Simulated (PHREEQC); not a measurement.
Make-up at 5 °C: 0.023 mol/kgw NaHCO3. Closed to the air; pH follows from the charge balance.

The numbers come from PHREEQC with the Pitzer model, pitzer.dat.

No solid was allowed to form.

Question: What pH does the model give?

Answer: pH 8.39.

Question: In which forms is C present?

Answer: HCO3- 98 %, CO2 1.3 %, CO3-2 1.2 % of the C.

Constants without temperature data keep their 25 °C values here.
